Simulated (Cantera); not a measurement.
Charge: 1 mol HMDSO, 0.5 mol N₂O, 87 mol N₂, 0.19 mol CO₂, held at 52.0 mbar.

These are equilibrium values from Cantera (NASA tables, ideal gas, pure condensed phases), not measurements of a reactor. Candidate condensed phases: C, C₆H₆, C₇H₈, C₈H₁₈, H₂O, Si, SiC, SiO₂, Si₂N₂O, Si₃N₄; 151 gas species. The feed counts by its element totals alone. Kinetics and transport are ignored.

At 1923 K, list the 5 most abundant gas species with their mole fractions, and the condensed phases.

N₂ 0.887, H₂ 0.0892, CO 0.0190, HCN 0.00303, H 0.00123. Condensed: C(graphite) + SiC(s).
